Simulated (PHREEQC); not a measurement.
A column of 0.2 m (30 cells, dispersivity 0.016 m, 60 s a shift, diffusion coefficient 3e-10 m²/s) holds 0.0048 eq of the database's cation exchanger X per kg of pore water, first in equilibrium with 0.014 mol/kgw NaCl and 1e-05 mol/kgw HCl. It is flushed with 1.9 mmol/kgw SrCl2, 0.4 mmol/kgw PbCl2, 4.1 mmol/kgw MgCl2 and 0.01 mmol/kgw HCl, at 15 °C. Values are for the last cell. The system is closed to CO2. Nothing may precipitate in this run.

The numbers come from PHREEQC with the ion-association model, phreeqc.dat.

```csv
pore volumes,Mg in solution (mol/kgw),Sr in solution (mol/kgw),Pb in solution (mol/kgw),Na in solution (mol/kgw)
0,0,0,0,0.0140
0.1167,0,0,0,0.0140
0.2167,0,0,0,0.0140
0.4167,0,0,0,0.0140
0.5167,0,0,0,0.0139
0.6167,0,0,0,0.0138
0.7167,0,0,0,0.0137
0.8167,0,0,0,0.0136
1.017,6.21e-7,2.94e-9,1.69e-10,0.0133
1.117,…,4.02e-5,3.69e-6,0.0112
1.217,0.00222,0.000289,3.68e-5,0.00799
1.317,0.00291,0.000592,8.74e-5,0.00584
1.417,0.00334,0.000867,0.000140,0.00428
1.617,…,0.00128,0.000228,0.00229
1.717,0.00391,0.00142,0.000262,0.00167
1.817,…,…,0.000290,0.00122
1.917,0.00404,0.00162,0.000312,0.000883
2.017,…,0.00169,0.000330,0.000640
2.217,0.00411,…,…,0.000335
2.317,0.00411,…,0.000364,0.000242
2.417,0.00412,0.00183,0.000372,0.000175
2.517,0.00412,0.00185,0.000377,0.000126
2.617,0.00412,0.00186,0.000382,9.08e-5
2.817,0.00411,0.00188,0.000388,4.71e-5
2.917,0.00411,0.00188,0.000391,3.39e-5
3.017,0.00411,0.00189,0.000392,2.44e-5
```

Fill in the missing entries.


- 1.117, Mg in solution (mol/kgw): 0.000952
- 1.617, Mg in solution (mol/kgw): 0.00379
- 1.817, Mg in solution (mol/kgw): 0.00399
- 1.817, Sr in solution (mol/kgw): 0.00154
- 2.017, Mg in solution (mol/kgw): 0.00407
- 2.217, Sr in solution (mol/kgw): 0.00178
- 2.217, Pb in solution (mol/kgw): 0.000355
- 2.317, Sr in solution (mol/kgw): 0.00181
